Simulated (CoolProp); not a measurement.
Dimethyl carbonate along the isobar 741 kPa: density (kg/m³) from the reference equation and from simpler models built on Tc = 283.9 °C, pc = 4909 kPa, ω = 0.346; each cubic takes its own stable root.

Model: reference Helmholtz-energy equation of state, Zhou 2011, in CoolProp.

| T (°C) | phase | reference | van der Waals | Soave-Redlich-Kwong | Peng-Robinson |
|---|---|---|---|---|---|
| 121.55 | liquid | 928.7 | 22.90 | 829.1 | ? |
| 132.35 | liquid | 912.0 | 22.10 | 812.9 | 920.6 |
| 143.05 | liquid | ? | 21.37 | 795.7 | 901.7 |
| 153.85 | liquid | 877.1 | 20.69 | 777.1 | 881.2 |
| 164.55 | liquid | 858.8 | 20.06 | 757.4 | 859.3 |
| 175.35 | gas | 20.24 | ? | 20.24 | 20.40 |
| 186.15 | gas | 19.55 | 18.92 | 19.56 | 19.71 |
| 196.85 | gas | 18.93 | 18.40 | 18.94 | 19.08 |
| 207.65 | gas | 18.35 | 17.91 | 18.36 | 18.49 |
| 218.35 | gas | 17.81 | ? | 17.83 | 17.95 |
| 229.15 | gas | 17.32 | 17.01 | 17.32 | 17.44 |
| 239.85 | gas | 16.85 | 16.60 | 16.86 | 16.97 |
| 250.65 | gas | 16.42 | 16.21 | 16.42 | ? |

Problem. Complete the blanks.

Solution. 
- 121.55, Peng-Robinson: 938.4
- 143.05, reference: 894.9
- 175.35, van der Waals: 19.47
- 218.35, van der Waals: 17.45
- 250.65, Peng-Robinson: 16.53

At some of these states van der Waals gives the other phase, because its saturation line lies elsewhere.
